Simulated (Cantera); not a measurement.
**Carbon deposition, reforming and gasification: C2H4 + O2**

Charge: 1 mol C2H4, 0.34 mol O2, equilibrated at 7.50 Torr.

These are equilibrium values from Cantera (NASA tables, ideal gas, pure condensed phases), not measurements of a reactor. Candidate condensed phases: C, C6H6, C7H8, C8H18, H2O; 131 gas species. Ions and electrons are included (thermal ionisation). Kinetics and transport are ignored.

At 3000 K the condensed part is C(graphite). From 3500 K to 5000 K nothing is condensed. The main C-bearing gas is CO at 3000 K and C at 5000 K.

| T (K) | x H | x C | x CO | x H2 | x C3 | x C2 | n C(graphite) |
|---|---|---|---|---|---|---|---|
| 3000 | 0.624 | 0.00507 | 0.164 | 0.156 | 0.0312 | 0.00317 | 0.729 |
| 3500 | 0.719 | 0.0727 | 0.128 | 0.0148 | 0.0428 | 0.0196 | 0 |
| 4000 | 0.675 | 0.195 | 0.115 | 0.00179 | 0.00260 | 0.0102 | 0 |
| 4500 | 0.667 | 0.217 | 0.113 | 0.000372 | 4.02e-5 | 0.00162 | 0 |
| 5000 | 0.663 | 0.223 | 0.108 | 0.000106 | 1.20e-6 | 0.000332 | 0 |
x: gas mole fraction; n: condensed amount in mol.
